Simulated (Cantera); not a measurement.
Input: 1 mol CuO, 4.8 mol C, 0.84 mol N₂, equilibrated at 1.00 Torr.

Method: chemical equilibrium by Gibbs-energy minimisation in Cantera with the NASA 1993 tables (ideal gas, pure condensed phases). Candidate condensed phases: C, Cu, CuO, Cu₂O; 27 gas species. Kinetics and transport are ignored.

Which condensed phases are stable at each of these points (T (K)): 800, 900, 1000, 1100, 1200, 1300, 1400, 1500, 1600, 1700, 1800, 1900, 2000, 2100?


```tsv
T (K)	condensed phases	Cu condensed (%)
800	C(graphite) + Cu(s)	100.0
900	C(graphite) + Cu(s)	100.0
1000	C(graphite) + Cu(s)	100.0
1100	C(graphite) + Cu(s)	100.0
1200	C(graphite) + Cu(s)	100.0
1300	C(graphite) + Cu(s)	100.0
1400	C(graphite) + Cu(l)	99.8
1500	C(graphite) + Cu(l)	98.9
1600	C(graphite) + Cu(l)	94.3
1700	C(graphite) + Cu(l)	75.1
1800	C(graphite)	0.0
1900	C(graphite)	0.0
2000	C(graphite)	0.0
2100	C(graphite)	0.0
```

From 800 K to 1300 K the condensed part is C(graphite) + Cu(s). From 1400 K to 1700 K the condensed part is C(graphite) + Cu(l). From 1800 K to 2100 K the condensed part is C(graphite).
